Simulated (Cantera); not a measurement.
Equilibrium for roasting and sulfation: MgCO3 + SO2 + O2

Feed: 1 mol MgCO3, 1.5 mol SO2, 0.8 mol O2, equilibrated at 1330 Pa.

Method: chemical equilibrium by Gibbs-energy minimisation in Cantera with the NASA 1993 tables (ideal gas, pure condensed phases). Candidate condensed phases: C, Mg, MgCO3, MgO, MgS, MgSO4, S; 26 gas species. Rates play no part.

| T (K) | log p CO2 | log p SO2 | log p SO3 | log p O2 | n MgSO4(s) | n MgO(s) |
|---|---|---|---|---|---|---|
| 675 | -2.07 | -3.51 | -2.40 | -3.24 | 1.00 | 0 |
| 825 | -2.10 | -2.67 | -2.74 | -2.83 | 1.00 | 0 |
| 975 | -2.12 | -2.47 | -3.43 | -2.68 | 1.00 | 0 |
| 1125 | -2.39 | -2.23 | -3.78 | -2.50 | 0 | 1.00 |
| 1275 | -2.39 | -2.22 | -4.30 | -2.49 | 0 | 1.00 |
| 1425 | -2.39 | -2.22 | -4.72 | -2.49 | 0 | 1.00 |
| 1575 | -2.39 | -2.22 | -5.05 | -2.49 | 0 | 1.00 |
| 1725 | -2.39 | -2.22 | -5.32 | -2.49 | 0 | 1.00 |
| 1875 | -2.40 | -2.22 | -5.55 | -2.49 | 0 | 1.000 |
log p: log10 of the partial pressure in bar; n: condensed amount in mol.

From 675 K to 975 K the condensed part is MgSO4(s). From 1125 K to 1875 K the condensed part is MgO(s).
